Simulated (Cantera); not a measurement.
Cantera with NASA thermochemical tables; ideal gases at 1 bar, condensed phases pure. Values are per mole of reaction as written; species without (g) are pure solids or liquids, kept so even where they would boil at 1 bar.

2 KCl + H₂(g) = 2 K + 2 HCl(g)

```json
[
 {"T (K)": "498", "ΔH° (kJ)": "?", "ΔS° (J/K)": "?", "ΔG° (kJ)": "?", "log10 K": "?"},
 {"T (K)": "573", "ΔH° (kJ)": "689.0", "ΔS° (J/K)": "211.1", "ΔG° (kJ)": "568.1", "log10 K": "-51.78"},
 {"T (K)": "648", "ΔH° (kJ)": "?", "ΔS° (J/K)": "?", "ΔG° (kJ)": "?", "log10 K": "?"},
 {"T (K)": "723", "ΔH° (kJ)": "685.4", "ΔS° (J/K)": "205.5", "ΔG° (kJ)": "536.8", "log10 K": "-38.78"},
 {"T (K)": "798", "ΔH° (kJ)": "683.3", "ΔS° (J/K)": "202.8", "ΔG° (kJ)": "521.5", "log10 K": "-34.14"},
 {"T (K)": "873", "ΔH° (kJ)": "681.0", "ΔS° (J/K)": "200.0", "ΔG° (kJ)": "506.4", "log10 K": "-30.30"},
 {"T (K)": "948", "ΔH° (kJ)": "678.5", "ΔS° (J/K)": "197.2", "ΔG° (kJ)": "491.5", "log10 K": "-27.08"},
 {"T (K)": "1023", "ΔH° (kJ)": "?", "ΔS° (J/K)": "?", "ΔG° (kJ)": "?", "log10 K": "?"}
]
```

### Question
Complete the blanks.

### Answer

- 498, ΔH° (kJ): 690.5
- 498, ΔS° (J/K): 213.9
- 498, ΔG° (kJ): 584.0
- 498, log10 K: -61.26
- 648, ΔH° (kJ): 687.3
- 648, ΔS° (J/K): 208.3
- 648, ΔG° (kJ): 552.4
- 648, log10 K: -44.52
- 1023, ΔH° (kJ): 675.6
- 1023, ΔS° (J/K): 194.3
- 1023, ΔG° (kJ): 476.8
- 1023, log10 K: -24.35
